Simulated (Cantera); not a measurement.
Feed: 1 mol B, 26 mol H₂, held at 577 °C and 22.0 mbar.

Equilibrium computed with Cantera from the NASA thermochemical tables; the gas is ideal and each condensed phase is pure. Candidate condensed phases: B; 7 gas species. Equilibrium is a limit: real reactors are often held back by kinetics, nucleation or transport.

### Question
What is the equilibrium state?

### Answer
- x(H₂) = 1.00
- n(B(s)) = 1.00 mol
- gas amount = 26.00 mol
